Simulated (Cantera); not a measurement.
Input (Python, Cantera):

```python
import numpy as np
import cantera as ct

gas = ct.Solution("h2o2.yaml")
gas.TPX = 675, 18000, {'H2': 1, 'O2': 0.847, 'N2': 3.19}
flame = ct.FreeFlame(gas, width=0.13)
flame.set_refine_criteria(ratio=3, slope=0.08, curve=0.16)
flame.transport_model = "mixture-averaged"
flame.solve(loglevel=0, auto=True)
z, T = flame.grid, flame.T
thick = (T[-1] - T[0]) / np.gradient(T, z).max()
show = ['H2', 'O2', 'H2O', 'H', 'O', 'H2O2']
print(f"laminar burning velocity  {flame.velocity[0] * 100:.3f} cm/s")
print(f"burnt temperature         {T[-1]:.1f} K")
print(f"thermal thickness         {thick * 1e3:.4f} mm")
print(f"grid points               {len(z)}")
z0 = z[flame.heat_release_rate.argmax()]
print(f"{'z/mm':>9s}{'T/K':>9s}{'u/(m/s)':>9s}" + "".join(f"{s:>11s}" for s in show))
rows = []
for k in (-3, -2, -1.5, -1, -0.5, -0.25, 0, 0.25, 0.5, 1, 2, 4, 8):
    zz = z0 + k * thick
    rows.append([k * thick, np.interp(zz, z, T), np.interp(zz, z, flame.velocity),
                 *(np.interp(zz, z, flame.X[gas.species_index(s)]) for s in show)])
    print(f"{rows[-1][0] * 1e3:9.3f}{rows[-1][1]:9.1f}{rows[-1][2]:9.3f}" + "".join(f"{x:11.3e}" for x in rows[-1][3:]))
```

Output:

```
laminar burning velocity  591.936 cm/s
burnt temperature         2099.2 K
thermal thickness         4.6011 mm
grid points               129
     z/mm      T/K  u/(m/s)         H2         O2        H2O          H          O       H2O2
  -13.803    675.0    5.919  1.985e-01  1.682e-01  1.997e-13  1.106e-14  7.296e-16  5.063e-14
   -9.202    675.0    5.919  1.985e-01  1.682e-01  2.819e-11  3.418e-11  1.951e-12  6.514e-14
   -6.902    675.0    5.919  1.985e-01  1.682e-01  9.417e-10  2.240e-09  1.099e-10  6.348e-13
   -4.601    675.0    5.919  1.985e-01  1.682e-01  1.745e-07  5.716e-07  2.147e-08  4.227e-10
   -2.301    685.7    6.002  1.960e-01  1.680e-01  8.526e-04  4.349e-04  1.994e-05  6.040e-07
   -1.150    796.7    6.894  1.734e-01  1.642e-01  1.292e-02  6.761e-03  4.796e-04  7.734e-07
    0.000   1109.6    9.356  7.900e-02  1.276e-01  8.830e-02  3.683e-02  7.530e-03  1.373e-06
    1.150   1351.3   11.266  2.268e-02  8.831e-02  1.542e-01  4.472e-02  1.682e-02  1.353e-06
    2.301   1468.3   12.161  1.759e-02  8.195e-02  1.658e-01  3.719e-02  1.768e-02  9.447e-07
    4.601   1599.5   13.133  1.620e-02  7.917e-02  1.739e-01  2.702e-02  1.598e-02  5.367e-07
    9.202   1733.4   14.099  1.387e-02  7.711e-02  1.828e-01  1.747e-02  1.302e-02  2.829e-07
   18.404   1858.9   14.979  1.051e-02  7.574e-02  1.922e-01  9.705e-03  9.402e-03  1.557e-07
   36.808   1963.7   15.699  6.808e-03  7.515e-02  2.010e-01  4.432e-03  5.857e-03  9.421e-08
```

Detailed kinetics in Cantera: the H2/O2 subset of GRI-Mech 3.0, which has no nitrogen chemistry. Burning velocities carry a grid error of a few per cent, more on coarse grids. Lean hydrogen flames are cellular in practice and burn faster than this planar one.
